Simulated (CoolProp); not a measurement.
Aqueous ethanol as a coolant, at -1 °C, 1 atm.

Values from CoolProp's Melinder's fits for secondary coolants.

```
mass %  freezing point (°C)  viscosity (mPa s)  Prandtl number  cp (kJ/(kg K))  density (kg/m³)
------  -------------------  -----------------  --------------  --------------  ---------------
9                      -3.9               3.29            28.5           4.398            986.1
13.7                   -6.5               4.24            39.0           4.419            981.5
18.4                   -9.9               5.22            50.4           4.391            977.4
23                    -13.7               6.11            61.2           4.322            973.2
27.7                  -18.0               6.83            70.6           4.218            968.2
32.3                  -22.3               7.28            77.3           4.098            962.4
37                    -26.8               7.48            81.3           3.967            955.3
41.7                  -31.0               7.42            82.7           3.838            947.0
46.3                  -34.8               7.18            81.9           3.717            938.0
```
